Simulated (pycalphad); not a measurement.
Phase fractions of V-22.2Si (at.%)

CALPHAD calculation (pycalphad, COST 507 light-alloy database (1999)), 1 atm. These are 1990s assessments: newer ones move some temperatures and phases. Amounts are mole fractions of atoms. Diffusion is slow at the low end, where real alloys seldom reach equilibrium.

```json
[
 {"T (K)": "1050", "liquid": "-", "SIV3": "1.000", "bcc": "-"},
 {"T (K)": "950", "liquid": "-", "SIV3": "0.980", "bcc": "0.020"},
 {"T (K)": "850", "liquid": "-", "SIV3": "___", "bcc": "___"},
 {"T (K)": "750", "liquid": "-", "SIV3": "0.928", "bcc": "0.072"},
 {"T (K)": "650", "liquid": "-", "SIV3": "___", "bcc": "___"},
 {"T (K)": "550", "liquid": "-", "SIV3": "0.896", "bcc": "0.104"}
]
```

Problem. Fill in the missing entries.

Solution. 
- 850, SIV3: 0.953
- 850, bcc: 0.047
- 650, SIV3: 0.909
- 650, bcc: 0.091

Database names, with the compositions (at.%) that they take in these runs: SIV3: V 75-78 Si 22-25.
